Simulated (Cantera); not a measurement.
An isothermal, constant-pressure homogeneous reactor starts with NH3 : H2 = 1 : 0.15 (molar parts), at 2175 K and 120000 Pa.

Cantera simulation using the gas-phase N/H chemistry of the illustrative SiF4/NH3 mechanism in the Surface Chemkin manual (1991); the numbers are that mechanism's predictions, not measurements. Walls and surfaces, which speed up NH3 decomposition in real reactors, are not modelled.

One state of this run: x NH3 = 7.72e-6; x H2 = 0.764; x NH2 = 1.22e-7; x N2H2 = 1.79e-12; x H = 0.00392. x: mole fraction; the columns are a selection and need not sum to one.

### Question
Which value of t (s) does it belong to?
A) 5.00
B) 0.00191
C) 0.261
D) 0.00511

### Answer
A, 5.00
